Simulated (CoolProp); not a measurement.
Octamethylcyclotetrasiloxane (D4) along the isobar 0.101 MPa: fugacity coefficient from the reference equation and from simpler models built on Tc = 313.4 °C, pc = 1.347 MPa, ω = 0.598; each cubic takes its own stable root.

Computed with CoolProp (reference Helmholtz-energy equation of state, Thol 2015).

```csv
T (°C),phase,reference
211.65,gas,0.9465
223.95,gas,0.9512
236.25,gas,0.9554
248.45,gas,0.9592
260.75,gas,0.9626
273.05,gas,0.9656
285.35,gas,0.9684
297.65,gas,0.9709
309.95,gas,0.9732
322.25,gas,0.9752
334.55,gas,0.9771
346.85,gas,0.9788
```

Task: How far does each simpler model (Redlich-Kwong, Soave-Redlich-Kwong) lie from the reference over these 12 states: mean and median of the absolute difference, and the worst?

Result: 
- Redlich-Kwong: mean 0.4 %, median 0.3 %, worst +1.1 % at 211.65 °C and 0.101 MPa
- Soave-Redlich-Kwong: mean 0.1 %, median 0.1 %, worst +0.3 % at 211.65 °C and 0.101 MPa
